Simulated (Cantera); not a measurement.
Charge: 1 mol ZrO2, 2700 mol H2, 0.59 mol H2O, held at 1827 °C and 2.00 mbar.

Equilibrium computed with Cantera from the NASA thermochemical tables; the gas is ideal and each condensed phase is pure. Candidate condensed phases: H2O, Zr, ZrO2; 12 gas species. Equilibrium is a limit: real reactors are often held back by kinetics, nucleation or transport.

Task: What is the equilibrium state?

Result: 
```json
{
  "x(H2)": "0.933",
  "x(H)": "0.0673",
  "x(H2O)": "0.000211",
  "x(OH)": "1.81e-6",
  "x(ZrO)": "1.62e-6",
  "n(ZrO2(tetragonal))": "0.995 mol",
  "gas_amount": "2795 mol",
  "log10 activity of Zr(β) (absent)": "-3.93"
}
```
